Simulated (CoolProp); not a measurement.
Vapour-liquid equilibrium of n-butane (1) + n-decane (2) at 98.05 °C; x and y are mole fractions of (1).

Computed with CoolProp (multi-fluid Helmholtz-energy mixture model, Bücker 2006 and Lemmon 2006; pair parameters Kunz 2012).

Task: Give the bubble pressure and the first vapour's composition at x = 0.2, 0.35, 0.8. Is there an azeotrope?

Result: x = 0.2: 272.5 kPa, y = 0.969; x = 0.35: 468.0 kPa, y = 0.983; x = 0.8: 1106 kPa, y = 0.996. No azeotrope shows between x = 0.05 and 0.95.

Pair parameters are fitted to limited data, so mixtures are less certain than the pure fluids.
